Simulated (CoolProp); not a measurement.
Values from CoolProp's reference Helmholtz-energy equation of state, Gao 2022.

**Question.** For n-perfluorohexane, give the phase and the density (kg/m³), cp (kJ/(kg K)), expansivity (1/kK) at 83.35 °C and 1.31 MPa; 130.05 °C and 1.31 MPa; 153.45 °C and 1.31 MPa.

**Answer.** 
- 83.35 °C and 1.31 MPa: liquid; density 1500, cp 1.14, expansivity 2.34
- 130.05 °C and 1.31 MPa: liquid; density 1300, cp 1.24, expansivity 4.15
- 153.45 °C and 1.31 MPa: liquid; density 1140, cp 1.40, expansivity 8.72
